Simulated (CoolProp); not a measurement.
Vapour-liquid equilibrium of propylene (1) + dimethyl ether (2) at 308.3 K; x and y are mole fractions of (1).

Values from CoolProp's multi-fluid Helmholtz-energy mixture model, Lemmon 2013 and Wu 2011; pair parameters Bell 2016.

```json
[
 {"x": "0.05", "bubble pressure, mixture model (kPa)": "826.9", "bubble pressure, Raoult's law (kPa)": "817.4", "y, mixture model": "0.092", "y, Raoult's law": "0.090"},
 {"x": "0.15", "bubble pressure, mixture model (kPa)": "911.9", "bubble pressure, Raoult's law (kPa)": "886.6", "y, mixture model": "0.248", "y, Raoult's law": "0.249"},
 {"x": "0.25", "bubble pressure, mixture model (kPa)": "992.5", "bubble pressure, Raoult's law (kPa)": "955.7", "y, mixture model": "0.377", "y, Raoult's law": "0.386"},
 {"x": "0.35", "bubble pressure, mixture model (kPa)": "1069", "bubble pressure, Raoult's law (kPa)": "1025", "y, mixture model": "(withheld)", "y, Raoult's law": "0.504"},
 {"x": "0.45", "bubble pressure, mixture model (kPa)": "1141", "bubble pressure, Raoult's law (kPa)": "1094", "y, mixture model": "(withheld)", "y, Raoult's law": "0.606"},
 {"x": "0.55", "bubble pressure, mixture model (kPa)": "(withheld)", "bubble pressure, Raoult's law (kPa)": "1163", "y, mixture model": "0.665", "y, Raoult's law": "0.697"},
 {"x": "0.65", "bubble pressure, mixture model (kPa)": "1273", "bubble pressure, Raoult's law (kPa)": "1232", "y, mixture model": "0.744", "y, Raoult's law": "0.778"},
 {"x": "0.75", "bubble pressure, mixture model (kPa)": "(withheld)", "bubble pressure, Raoult's law (kPa)": "1302", "y, mixture model": "0.818", "y, Raoult's law": "0.850"},
 {"x": "0.85", "bubble pressure, mixture model (kPa)": "1393", "bubble pressure, Raoult's law (kPa)": "1371", "y, mixture model": "(withheld)", "y, Raoult's law": "0.914"},
 {"x": "0.95", "bubble pressure, mixture model (kPa)": "1448", "bubble pressure, Raoult's law (kPa)": "1440", "y, mixture model": "(withheld)", "y, Raoult's law": "0.973"}
]
```

Some entries are withheld; supply them.


- 0.35, y, mixture model: 0.486
- 0.45, y, mixture model: 0.580
- 0.55, bubble pressure, mixture model (kPa): 1209
- 0.75, bubble pressure, mixture model (kPa): 1334
- 0.85, y, mixture model: 0.890
- 0.95, y, mixture model: 0.963

The largest gap from Raoult's law is +4.3 % in bubble pressure, at x = 0.35. No azeotrope shows between x = 0.05 and 0.95.

The pair parameters rest on a limited set of measurements; away from them the model extrapolates.
